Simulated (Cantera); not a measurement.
An isothermal, constant-pressure homogeneous reactor starts with CH₄ : N₂ = 1 : 200 (molar parts), at 1425 K and 0.132 atm. Integrator tolerance rtol = 1e-08.

Cantera simulation using GRI-Mech 3.0 (53 species, 325 reactions); the numbers are that mechanism's predictions, not measurements. GRI-Mech 3.0 stops at C3 and has no aromatics, soot or wall deposition, so with more carbon than oxygen in the feed, carbon stays in small species such as C2H2 where larger ones or solid carbon would form.

What does this change do: temperature 1425 to 1473 K?


| quantity | before | after |
|---|---|---|
| x(CH₄) at 40.0 s | 0.00115 (gas-phase equilibrium 1.75e-6) | 0.000365 (gas-phase equilibrium 9.62e-7) |
| x(C₂H₂) at 40.0 s | 0.00189 (gas-phase equilibrium 0.000107) | 0.00229 (gas-phase equilibrium 9.82e-5) |
| x(C₂H) at 40.0 s | 4.37e-10 (gas-phase equilibrium 2.69e-11) | 1.42e-9 (gas-phase equilibrium 6.31e-11) |
| x(H₂) at 40.0 s | 0.00569 (gas-phase equilibrium 0.00742) | 0.00687 (gas-phase equilibrium 0.00742) |
| x(CH₂) at 40.0 s | 6.70e-10 (gas-phase equilibrium 1.25e-12) | 8.79e-10 (gas-phase equilibrium 2.55e-12) |
| x(C₂H₄) at 40.0 s | 4.61e-6 (gas-phase equilibrium 6.55e-8) | 1.35e-6 (gas-phase equilibrium 3.60e-8) |
| x(CH₃) at 40.0 s | 4.60e-6 (gas-phase equilibrium 7.66e-9) | 2.86e-6 (gas-phase equilibrium 7.86e-9) |
